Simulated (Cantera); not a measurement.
Charge: 1 mol PbO, 1.2 mol O2, 0.25 mol H2, equilibrated at 1.33 mbar.

Cantera equilibrium calculation (NASA polynomials, part measured and part estimated; ideal gas, pure solids and liquids). Candidate condensed phases: H2O, Pb, PbO, PbO2, Pb3O4; 12 gas species. Gases not in the tables: (PbO)n polymers. Equilibrium is a limit: real reactors are often held back by kinetics, nucleation or transport.

Which condensed phases are stable at each of these points (T (°C)): 350, 425, 500, 575, 650, 725, 800, 875, 950, 1025, 1100, 1175, 1250?


```json
[
 {"T (°C)": "350", "condensed phases": "PbO(red)", "Pb condensed (%)": "100.0"},
 {"T (°C)": "425", "condensed phases": "PbO(red)", "Pb condensed (%)": "100.0"},
 {"T (°C)": "500", "condensed phases": "PbO(yellow)", "Pb condensed (%)": "100.0"},
 {"T (°C)": "575", "condensed phases": "PbO(yellow)", "Pb condensed (%)": "100.0"},
 {"T (°C)": "650", "condensed phases": "PbO(yellow)", "Pb condensed (%)": "100.0"},
 {"T (°C)": "725", "condensed phases": "PbO(yellow)", "Pb condensed (%)": "100.0"},
 {"T (°C)": "800", "condensed phases": "PbO(yellow)", "Pb condensed (%)": "99.7"},
 {"T (°C)": "875", "condensed phases": "PbO(yellow)", "Pb condensed (%)": "97.8"},
 {"T (°C)": "950", "condensed phases": "PbO(l)", "Pb condensed (%)": "88.1"},
 {"T (°C)": "1025", "condensed phases": "PbO(l)", "Pb condensed (%)": "31.3"},
 {"T (°C)": "1100", "condensed phases": "gas only", "Pb condensed (%)": "0.0"},
 {"T (°C)": "1175", "condensed phases": "gas only", "Pb condensed (%)": "0.0"},
 {"T (°C)": "1250", "condensed phases": "gas only", "Pb condensed (%)": "0.0"}
]
```

From 350 °C to 425 °C the condensed part is PbO(red). From 500 °C to 875 °C the condensed part is PbO(yellow). From 950 °C to 1025 °C the condensed part is PbO(l). From 1100 °C to 1250 °C nothing is condensed.
